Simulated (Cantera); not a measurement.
Charge: 1 mol HMDSO, 26 mol NO, 160 mol N₂, equilibrated at 1652 °C and 0.0250 bar.

Equilibrium computed with Cantera from the NASA thermochemical tables; the gas is ideal and each condensed phase is pure. Candidate condensed phases: C, C₆H₆, C₇H₈, C₈H₁₈, H₂O, Si, SiC, SiO₂, Si₂N₂O, Si₃N₄; 151 gas species. The feed counts by its element totals alone. The tables hold silica as quartz up to 1696 K and as liquid above; real silica turns to tridymite and cristobalite and melts near 1996 K. Rates play no part.

Base state: N₂ 0.913, H₂O 0.0464, CO₂ 0.0300, O₂ 0.00563, CO 0.00174, NO 0.00109, OH 0.000969, H₂ 0.000625 (mole fractions); condensed: SiO₂(condensed).

### Question
What changes in the equilibrium state with this change: HMDSO replaced by SiF₄?

### Answer
```csv
species,before,after
N₂,0.913,0.923
O₂,0.00563,0.0673
SiF₄,0,0.00531
H₂O,0.0464,0
CO₂,0.0300,0
CO,0.00174,0
OH,0.000969,0
"SiO₂(condensed), mol",2.00,0.000878
```
The tables' values for SiF₃ are old estimates; treat these amounts as uncertain.

### Question
What changes in the equilibrium state with this change: NO from 26 to 0.36 mol?

### Answer
```csv
species,before,after
N₂,0.913,0.937
H₂,0.000625,0.0508
CO,0.00174,0.00791
H₂O,0.0464,1.61e-9
CO₂,0.0300,<1e-9
SiO,1.15e-5,6.15e-5
O₂,0.00563,<1e-9
HCN,<1e-9,0.00237
"SiO₂(condensed), mol",2.00,0
"C(graphite), mol",0,2.23
"SiC(s), mol",0,1.98
```
